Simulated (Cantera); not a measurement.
What does this Cantera script print?

```python
import numpy as np
import cantera as ct

gas_names = """
    H H2 N NH NH2 NH3 N2 N2H2 N2H4 Si SiH SiH2 SiH3 SiH4 SiN Si2 Si2N Si3
""".split()
cond_names = """
    Si(cr) Si(L) Si3N4(a)
""".split()


# ... load() reads the species with a 1 bar reference pressure and builds the phases ...
atoms = {
    'SiH4': {'Si': 1, 'H': 4},
    'N2': {'N': 2},
}
top_T = {'Si3N4(a)': 2400}  # K; cautious upper limits of use, not melting points


# ... equilibrate(T, P, feed) seeds the gas with the atoms and calls Mixture.equilibrate('TP', solver="vcs", rtol=1e-11, max_steps=5000) ...
results = []
feed = {'SiH4': 1, 'N2': 38}  # mol
P = 1000  # Pa
for T in [950, 1100, 1250, 1400, 1550, 1700, 1850, 2000]:
    mix = equilibrate(T, P, feed)
    results.append((T, P, feed, dict(zip(mix.species_names, mix.species_moles))))

top = {s: max(r[3][s] / sum(r[3][g] for g in gas_names) for r in results) for s in gas_names}
cols = sorted((s for s in top if top[s] > 1e-05), key=lambda s: -top[s])[:5]
seen = [c for c in cond_names if any(r[3].get(c, 0) > 1e-12 for r in results)]
print("log10 of partial pressures in bar; condensed amounts in mol")
print(f"{'T/K':>10s}" + "".join(f"{s[:9]:>10s}" for s in cols + seen))
for T, P, feed, n in results:
    ng = sum(n[g] for g in gas_names)
    print(f"{T:10.4g}" + "".join(f"{np.log10(max(n[s] / ng * P / 1e5, 1e-99)):10.3f}" for s in cols)
          + "".join(f"{n.get(c, 0):10.4g}" for c in seen))
```

Output:

```
log10 of partial pressures in bar; condensed amounts in mol
       T/K        N2        H2        Si         H      Si2N     Si(L)  Si3N4(a)
       950    -2.023    -3.294   -23.510   -10.902   -29.636         0    0.3333
      1100    -2.023    -3.294   -18.289    -9.234   -22.965         0    0.3333
      1250    -2.023    -3.294   -14.331    -7.963   -17.913         0    0.3333
      1400    -2.023    -3.294   -11.230    -6.960   -13.960         0    0.3333
      1550    -2.023    -3.294    -8.737    -6.149   -10.787         0    0.3333
      1700    -2.023    -3.295    -6.691    -5.479    -8.187         0     0.333
      1850    -2.023    -3.307    -5.191    -4.922    -6.435    0.9691         0
      2000    -2.025    -3.320    -4.361    -4.449    -5.840     0.801         0
```

These are equilibrium values from Cantera (NASA tables, ideal gas, pure condensed phases), not measurements of a reactor. N2 is the only nitrogen source here; it is nearly inert below about 1500 K, so the nitride shown seldom forms there in practice. The tables' values for SiN are old estimates; treat these amounts as uncertain.
